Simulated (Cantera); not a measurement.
Feed: 1 mol SiH2Cl2, 15 mol N2, held at 1275 °C and 1500 Pa.

Equilibrium computed with Cantera from the NASA thermochemical tables; the gas is ideal and each condensed phase is pure. Candidate condensed phases: NH4Cl, Si, Si3N4; 28 gas species. The tables' values for SiCl3 are old estimates; treat these amounts as uncertain. The numbers say what is thermodynamically allowed, not how fast it happens.

Base state: N2 0.881, HCl 0.0660, H2 0.0272, SiCl2 0.0230, SiCl3 0.00208, SiCl4 0.000527, Cl 8.05e-5, H 4.16e-5 (mole fractions); condensed: Si3N4(s).

Question: What changes in the equilibrium state with this change: temperature from 1275 °C to 1077 °C?

Answer: 
| species | before | after |
|---|---|---|
| N2 | 0.881 | 0.884 |
| HCl | 0.0660 | 0.0874 |
| H2 | 0.0272 | 0.0174 |
| SiCl2 | 0.0230 | 0.00322 |
| SiCl4 | 0.000527 | 0.00565 |
| H | 4.16e-5 | 2.57e-6 |
| Cl | 8.05e-5 | 1.07e-5 |
| SiHCl3 | 2.65e-5 | 6.45e-5 |
| Si3N4(s), mol | 0.192 | 0.274 |
N2 is the only nitrogen source here; it is nearly inert below about 1500 K, so the nitride shown seldom forms there in practice.
